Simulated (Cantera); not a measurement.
What does this Cantera script print?

```python
import numpy as np
import cantera as ct

gas_names = """
    H HO2 H2 H2O H2O2 O OH O2 O3 V VO VO2
""".split()
cond_names = """
    H2O(s) H2O(L) V(cr) V(L) VO(s) VO(L) V2O3(s) V2O3(L) V2O4(I) V2O4(II) V2O4(L) V2O5(s) V2O5(L)
""".split()


# ... load() reads the species with a 1 bar reference pressure and builds the phases ...
atoms = {
    'V2O3': {'V': 2, 'O': 3},
    'H2': {'H': 2},
    'H2O': {'H': 2, 'O': 1},
}
top_T = {}  # K; cautious upper limits of use, not melting points


# ... equilibrate(T, P, feed) seeds the gas with the atoms and calls Mixture.equilibrate('TP', solver="vcs", rtol=1e-11, max_steps=5000) ...
results = []
T = 1823  # K
P = 35000  # Pa
for m in [9.4, 12, 17, 22, 29, 38, 51, 68, 90, 120]:
    feed = {'V2O3': 1, 'H2': m, 'H2O': 0.038}  # mol
    mix = equilibrate(T, P, feed)
    results.append((T, P, feed, dict(zip(mix.species_names, mix.species_moles))))
    x = sorted(zip(gas.X, gas.species_names), reverse=True)
    print(f"T = {T:g} K  P = {P:g} Pa  n(H2) = {m:g} mol  gas = {mix.phase_moles(0):.4g} mol")
    print("   x: " + "  ".join(f"{s} {v:.3e}" for v, s in x if v > 0.0001))
    print("   condensed (mol): " + ("  ".join(f"{mix.phase(i).name} {mix.phase_moles(i):.4g}"
          for i in range(1, mix.n_phases) if mix.phase_moles(i) > 1e-12) or "none"))
```

It prints:

```
T = 1823 K  P = 35000 Pa  n(H2) = 9.4 mol  gas = 9.441 mol
   x: H2 9.836e-01  H2O 1.570e-02  H 7.263e-04
   condensed (mol): VO(s) 0.2206  V2O3(s) 0.8897
T = 1823 K  P = 35000 Pa  n(H2) = 12 mol  gas = 12.04 mol
   x: H2 9.836e-01  H2O 1.570e-02  H 7.263e-04
   condensed (mol): VO(s) 0.3023  V2O3(s) 0.8489
T = 1823 K  P = 35000 Pa  n(H2) = 17 mol  gas = 17.04 mol
   x: H2 9.836e-01  H2O 1.570e-02  H 7.263e-04
   condensed (mol): VO(s) 0.4594  V2O3(s) 0.7703
T = 1823 K  P = 35000 Pa  n(H2) = 22 mol  gas = 22.05 mol
   x: H2 9.836e-01  H2O 1.570e-02  H 7.263e-04
   condensed (mol): VO(s) 0.6165  V2O3(s) 0.6917
T = 1823 K  P = 35000 Pa  n(H2) = 29 mol  gas = 29.05 mol
   x: H2 9.836e-01  H2O 1.570e-02  H 7.263e-04
   condensed (mol): VO(s) 0.8364  V2O3(s) 0.5818
T = 1823 K  P = 35000 Pa  n(H2) = 38 mol  gas = 38.05 mol
   x: H2 9.836e-01  H2O 1.570e-02  H 7.263e-04
   condensed (mol): VO(s) 1.119  V2O3(s) 0.4404
T = 1823 K  P = 35000 Pa  n(H2) = 51 mol  gas = 51.06 mol
   x: H2 9.836e-01  H2O 1.570e-02  H 7.263e-04
   condensed (mol): VO(s) 1.528  V2O3(s) 0.2361
T = 1823 K  P = 35000 Pa  n(H2) = 68 mol  gas = 68.06 mol
   x: H2 9.840e-01  H2O 1.525e-02  H 7.265e-04
   condensed (mol): VO(s) 2
T = 1823 K  P = 35000 Pa  n(H2) = 90 mol  gas = 90.07 mol
   x: H2 9.877e-01  H2O 1.152e-02  H 7.278e-04
   condensed (mol): VO(s) 2
T = 1823 K  P = 35000 Pa  n(H2) = 120 mol  gas = 120.1 mol
   x: H2 9.906e-01  H2O 8.643e-03  H 7.289e-04
   condensed (mol): VO(s) 2
```

These are equilibrium values from Cantera (NASA tables, ideal gas, pure condensed phases), not measurements of a reactor. Mutual solubility and eutectic melting of coexisting phases are not modelled. VO: taken at fixed stoichiometry. Condensed phases not in the tables: the oxides between V2O3 and V2O5 other than VO2.
